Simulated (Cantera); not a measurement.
What does this Cantera script print?

```python
import numpy as np
import cantera as ct

gas_names = [...]  # 62 gases of nasa_gas.yaml made of F, H, N, O, S
cond_names = """
    H2O(s) H2O(L) H2SO4(L) S(cr1) S(cr2) S(L)
""".split()


# ... load() reads the species with a 1 bar reference pressure and builds the phases ...
atoms = {
    'SF6': {'S': 1, 'F': 6},
    'O2': {'O': 2},
    'N2': {'N': 2},
    'H2O': {'H': 2, 'O': 1},
}
top_T = {}  # K; cautious upper limits of use, not melting points


# ... equilibrate(T, P, feed) seeds the gas with the atoms and calls Mixture.equilibrate('TP', solver="vcs", rtol=1e-11, max_steps=5000) ...
results = []
feed = {'SF6': 1, 'O2': 0.023, 'N2': 19, 'H2O': 2.7}  # mol
T = 2750  # K
P = 5600000  # Pa
mix = equilibrate(T, P, feed)
results.append((T, P, feed, dict(zip(mix.species_names, mix.species_moles))))
print(gas.report(threshold=0.001))
for i in range(1, mix.n_phases):
    print(f"{mix.phase(i).name:16s} {mix.phase_moles(i):12.5e} mol")
```

It prints:

```
       temperature   2750 K
          pressure   5.6e+06 Pa
           density   6.7582 kg/m^3
  mean mol. weight   27.594 kg/kmol
   phase of matter   gas

                          1 kg             1 kmol
                     ---------------   ---------------
          enthalpy        7.0992e+05        1.9589e+07  J
   internal energy        -1.187e+05       -3.2754e+06  J
           entropy            8551.6        2.3597e+05  J/K
    Gibbs function       -2.2807e+07       -6.2933e+08  J
 heat capacity c_p            1348.4             37208  J/K
 heat capacity c_v            1047.1             28894  J/K

                      mass frac. Y      mole frac. X     chem. pot. / RT
                     ---------------   ---------------   ---------------
                 F           0.01486          0.021582           -18.914
                HF           0.14841           0.20469           -35.196
                NO            0.0081         0.0074488           -27.403
                N2           0.72765           0.71674           -24.368
                O2          0.012655          0.010913           -30.438
               SO2          0.084274          0.036302           -50.096
     [  +56 minor]         0.0040495         0.0023272

S(L)              0.00000e+00 mol
```

These are equilibrium values from Cantera (NASA tables, ideal gas, pure condensed phases), not measurements of a reactor. The ideal-gas law is rough above about 30 bar. The tables' values for SOF2 are old estimates; treat these amounts as uncertain.
